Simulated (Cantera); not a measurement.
Input: 1 mol Al, 5.6 mol H2O, 1.3 mol H2, 0.9 mol NH3, held at 1827 °C and 0.660 bar.

Cantera equilibrium calculation (NASA polynomials, part measured and part estimated; ideal gas, pure solids and liquids). Candidate condensed phases: Al, AlN, Al2O3, H2O; 35 gas species. Gases not in the tables: Al(OH)3. Equilibrium is a limit: real reactors are often held back by kinetics, nucleation or transport.

Base state: H2 0.475, H2O 0.470, N2 0.0516, H 0.00264, OH 0.000311 (mole fractions); condensed: Al2O3(s).

What changes in the equilibrium state with this change: temperature from 1827 °C to 502 °C?


| species | before | after |
|---|---|---|
| H2 | 0.475 | 0.477 |
| H2O | 0.470 | 0.471 |
| N2 | 0.0516 | 0.0516 |
| H | 0.00264 | <1e-9 |
| OH | 0.000311 | <1e-9 |
| NH3 | 8.42e-7 | 0.000191 |
| Al2O3(s), mol | 0.500 | 0.500 |
